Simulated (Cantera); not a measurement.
Input (Python, Cantera):

```python
import numpy as np
import cantera as ct

surf = ct.Interface("ptcombust.yaml", "Pt_surf")
gas = surf.adjacent["gas"]
gas.TPX = 975, 150000, {'CH4': 0.0027, 'O2': 0.057, 'N2': 0.79, 'H2O': 0.02}
surf.TP = 975, 150000
reactor = ct.FlowReactor(gas, clone=False)
reactor.area = 0.0001  # m2
reactor.surface_area_to_volume_ratio = 310  # 1/m
reactor.mass_flow_rate = 0.11 * reactor.area * gas.density  # inlet velocity 0.11 m/s
reactor.energy_enabled = False
wall = ct.ReactorSurface(surf, reactor, clone=False)
net = ct.ReactorNet([reactor])
net.rtol, net.atol = 1e-8, 1e-16
show, cover = ['CH4', 'O2', 'H2O', 'CO2', 'CO'], ['PT(S)', 'H(S)', 'O(S)', 'OH(S)', 'CO(S)', 'C(S)']

rows = []
print(f"{'z/m':>9s}{'u/(m/s)':>9s}" + "".join(f"{s:>13s}" for s in show + cover))
for z in [4.1e-05, 6.8e-05, 0.00011, 0.00019, 0.00032, 0.00053, 0.00088, 0.0015, 0.0025, 0.0041]:
    net.advance(z)
    rows.append([reactor.speed, *gas[show].X, *surf[cover].coverages])
    print(f"{z:9.4g}{rows[-1][0]:9.3g}" + "".join(f"{x:13.4e}" for x in rows[-1][1:]))
```

Result:

```
      z/m  u/(m/s)          CH4           O2          H2O          CO2           CO        PT(S)         H(S)         O(S)        OH(S)        CO(S)         C(S)
  4.1e-05     0.11   3.0865e-03   6.5505e-02   2.3032e-02   1.6871e-05   9.2979e-07   1.7208e-01   3.6102e-07   8.2446e-01   3.4505e-03   5.2196e-06   2.9446e-08
  6.8e-05     0.11   3.0747e-03   6.5481e-02   2.3056e-02   2.8316e-05   1.1546e-06   1.7210e-01   3.6126e-07   8.2444e-01   3.4523e-03   5.2805e-06   2.9340e-08
  0.00011     0.11   3.0564e-03   6.5445e-02   2.3092e-02   4.6254e-05   1.2868e-06   1.7212e-01   3.6161e-07   8.2441e-01   3.4552e-03   5.2993e-06   2.9175e-08
  0.00019     0.11   3.0218e-03   6.5377e-02   2.3160e-02   8.0348e-05   1.3274e-06   1.7216e-01   3.6227e-07   8.2437e-01   3.4606e-03   5.2615e-06   2.8861e-08
  0.00032     0.11   2.9663e-03   6.5267e-02   2.3270e-02   1.3505e-04   1.3100e-06   1.7222e-01   3.6333e-07   8.2430e-01   3.4692e-03   5.1719e-06   2.8356e-08
  0.00053     0.11   2.8787e-03   6.5094e-02   2.3444e-02   2.2140e-04   1.2724e-06   1.7231e-01   3.6500e-07   8.2419e-01   3.4828e-03   5.0264e-06   2.7557e-08
  0.00088     0.11   2.7380e-03   6.4816e-02   2.3722e-02   3.5993e-04   1.2117e-06   1.7247e-01   3.6767e-07   8.2402e-01   3.5045e-03   4.7920e-06   2.6270e-08
   0.0015     0.11   2.5046e-03   6.4356e-02   2.4183e-02   5.8953e-04   1.1109e-06   1.7272e-01   3.7209e-07   8.2372e-01   3.5402e-03   4.4007e-06   2.4122e-08
   0.0025     0.11   2.1674e-03   6.3691e-02   2.4849e-02   9.2066e-04   9.6586e-07   1.7310e-01   3.7845e-07   8.2330e-01   3.5914e-03   3.8303e-06   2.0989e-08
   0.0041     0.11   1.7158e-03   6.2803e-02   2.5739e-02   1.3627e-03   7.7392e-07   1.7360e-01   3.8693e-07   8.2273e-01   3.6589e-03   3.0577e-06   1.6740e-08
```

Cantera simulation using Deutschmann's 1995 Pt surface mechanism with GRI-Mech 3.0 gas chemistry; the numbers are that mechanism's predictions, not measurements. Catalytic surfaces can have several steady states; this one follows from the mechanism file's or the stated starting coverage. Mass transfer to the wall is taken as infinitely fast.
